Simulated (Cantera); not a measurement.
Charge: 1 mol C₂F₆, 0.1 mol CH₄, held at 0.100 bar.

Method: chemical equilibrium by Gibbs-energy minimisation in Cantera with the NASA 1993 tables (ideal gas, pure condensed phases). Candidate condensed phases: C, C₆H₆, C₇H₈, C₈H₁₈; 95 gas species. The feed counts by its element totals alone. Gases not in the tables: C₂F₆ and larger saturated fluorocarbons. Kinetics and transport are ignored.

Question: At 1648 K, list the 5 most abundant gas species with their mole fractions, and the condensed phases.

Answer: CF₄ 0.777, HF 0.222, CF₂ 0.000887, CF₃ 0.000236, F 0.000102. Condensed: C(graphite).
